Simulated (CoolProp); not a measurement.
Vapour pressure (MPa) of R236FA: the reference equation beside estimates from Tc = 398.1 K, pc = 3.191 MPa, ω = 0.377. Clausius-Clapeyron is anchored at 270.8 K with a constant enthalpy of vaporisation of 24.30 kJ/mol.

Model: reference Helmholtz-energy equation of state, Pan 2012, in CoolProp.

| T (K) | reference | Clausius-Clapeyron | van der Waals | Peng-Robinson |
|---|---|---|---|---|
| 241.3 | 0.02350 | 0.02613 | 0.2940 | 0.02385 |
| 247.2 | 0.03232 | 0.03488 | 0.3371 | 0.03263 |
| 253.1 | 0.04365 | 0.04595 | 0.3843 | 0.04389 |
| 259 | 0.05797 | 0.05978 | 0.4358 | 0.05809 |
| 264.9 | 0.07581 | 0.07686 | 0.4916 | 0.07578 |
| 270.8 | 0.09774 | 0.09774 | 0.5520 | 0.09753 |
| 276.7 | 0.1244 | 0.1230 | 0.6171 | 0.1240 |
| 282.6 | 0.1564 | 0.1534 | 0.6870 | 0.1558 |
| 288.5 | 0.1945 | 0.1895 | 0.7619 | 0.1937 |
| 294.4 | 0.2395 | 0.2322 | 0.8419 | 0.2384 |
| 300.3 | 0.2920 | 0.2822 | 0.9271 | 0.2908 |
| 306.2 | 0.3530 | 0.3404 | 1.018 | 0.3517 |
| 312.1 | 0.4232 | 0.4077 | 1.114 | 0.4220 |

Absolute difference from the reference over all 13 rows, mean and median: Clausius-Clapeyron 3.7 and 3.1 %, van der Waals 491.3 and 396.1 %, Peng-Robinson 0.5 and 0.4 %.
